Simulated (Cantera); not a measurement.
Charge: 1 mol c-C4F8, 0.92 mol F2, 0.15 mol H2, equilibrated at 490 Pa.

Cantera equilibrium calculation (NASA polynomials, part measured and part estimated; ideal gas, pure solids and liquids). Candidate condensed phases: C, C6H6, C7H8, C8H18; 95 gas species. The feed counts by its element totals alone. Gases not in the tables: C2F6 and larger saturated fluorocarbons. Rates play no part.

Q: At 1523 K, list the 4 most abundant gas species with their mole fractions, and the condensed phases.

A: CF4 0.887, HF 0.112, CF2 0.000806, F 0.000152. Condensed: C(graphite).
